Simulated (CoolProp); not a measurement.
Vapour-liquid equilibrium of n-octane (1) + ethylbenzene (2) at 0.0536 MPa; x and y are mole fractions of (1).

Model: multi-fluid Helmholtz-energy mixture model, Beckmüller 2019 and Zhou 2012; pair parameters Bell 2016, in CoolProp.

```
x     bubble temperature (°C)  y at the bubble point  dew temperature at overall composition x (°C)  liquid density (mol/L)
----  -----------------------  ---------------------  ---------------------------------------------  ----------------------
0.05                    112.8                  0.081                                          113.3                   7.250
0.2                     110.1                  0.280                                          111.2                   6.920
0.35                    108.2                  0.437                                          109.2                   6.613
0.5                     106.7                  0.573                                          107.5                   6.329
0.65                    105.6                  0.699                                          106.0                   6.066
0.8                     104.8                  0.823                                          104.9                   5.823
0.95                    104.3                  0.954                                          104.3                   5.597
```

No azeotrope shows between x = 0.05 and 0.95.

The pair parameters rest on a limited set of measurements; away from them the model extrapolates.
